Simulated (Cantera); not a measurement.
# BCl3 + O2 + N2 + H2O (boron, boron nitride and boron oxide)

A closed system holds: 1 mol BCl3, 2.9 mol O2, 2.6 mol N2, 16 mol H2O.

These are equilibrium values from Cantera (NASA tables, ideal gas, pure condensed phases), not measurements of a reactor. Candidate condensed phases: B, BN, B2O3, B3O3H3, H2O, NH4Cl; 49 gas species. The tables' values for BCl2 are old estimates. Gases not in the tables: H3BO3. Kinetics and transport are ignored.

Stable condensed phases:

```
T in K \ P in Pa
             10     46    220   1000   4600  22000 100000
   1250       A      A      B      B      B      B      B
   1225       A      A      B      B      B      B      B
   1200       A      B      B      B      B      B      B
   1175       A      B      B      B      B      B      B
   1150       B      B      B      B      B      B      B
   1125       B      B      B      B      B      B      B
   1100       B      B      B      B      B      B      B
   1075       B      B      B      B      B      B      B
   1050       B      B      B      B      B      B      B
```

A: gas only; B: B2O3.
